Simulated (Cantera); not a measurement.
An adiabatic, constant-volume homogeneous reactor starts with CH4 : O2 : N2 : H2O = 1 : 4.17 : 15.7 : 0.6 (molar parts), equivalence ratio 0.48, at 1248 K and 750 Torr. Integrator tolerance rtol = 1e-08.

Model: GRI-Mech 3.0 (53 species, 325 reactions), integrated in Cantera.

Problem. What does this change do: initial temperature 1248 to 1225 K?

Solution. 
```json
[
 {"quantity": "time of steepest temperature rise", "before": "16.6 ms", "after": "22.7 ms"},
 {"quantity": "temperature at 1.00 s", "before": "2372 K", "after": "2358 K"},
 {"quantity": "equilibrium temperature", "before": "2372 K", "after": "2358 K"},
 {"quantity": "x(CH4) at 1.00 s", "before": "<1e-12 (gas-phase equilibrium <1e-12)", "after": "<1e-12 (gas-phase equilibrium <1e-12)"},
 {"quantity": "x(O2) at 1.00 s", "before": "0.0936 (gas-phase equilibrium 0.0936)", "after": "0.0939 (gas-phase equilibrium 0.0939)"},
 {"quantity": "x(H2O) at 1.00 s", "before": "0.116 (gas-phase equilibrium 0.116)", "after": "0.116 (gas-phase equilibrium 0.116)"},
 {"quantity": "x(NO) at 1.00 s", "before": "0.0116 (gas-phase equilibrium 0.0116)", "after": "0.0113 (gas-phase equilibrium 0.0113)"},
 {"quantity": "x(HCO) at 1.00 s", "before": "1.88e-10 (gas-phase equilibrium 1.88e-10)", "after": "1.58e-10 (gas-phase equilibrium 1.58e-10)"},
 {"quantity": "x(OH) at 1.00 s", "before": "0.00713 (gas-phase equilibrium 0.00713)", "after": "0.00677 (gas-phase equilibrium 0.00677)"}
]
```

Problem. What does this change do: N2 15.7 to 22 parts?

Solution. 
```tsv
quantity	before	after
time of steepest temperature rise	16.6 ms	22.3 ms
temperature at 1.00 s	2372 K	2185 K
equilibrium temperature	2372 K	2185 K
x(CH4) at 1.00 s	<1e-12 (gas-phase equilibrium <1e-12)	<1e-12 (gas-phase equilibrium <1e-12)
x(O2) at 1.00 s	0.0936 (gas-phase equilibrium 0.0936)	0.0738 (gas-phase equilibrium 0.0738)
x(H2O) at 1.00 s	0.116 (gas-phase equilibrium 0.116)	0.0917 (gas-phase equilibrium 0.0917)
x(NO) at 1.00 s	0.0116 (gas-phase equilibrium 0.0116)	0.00721 (gas-phase equilibrium 0.00725)
x(HCO) at 1.00 s	1.88e-10 (gas-phase equilibrium 1.88e-10)	1.45e-11 (gas-phase equilibrium 1.45e-11)
x(OH) at 1.00 s	0.00713 (gas-phase equilibrium 0.00713)	0.00301 (gas-phase equilibrium 0.00300)
```
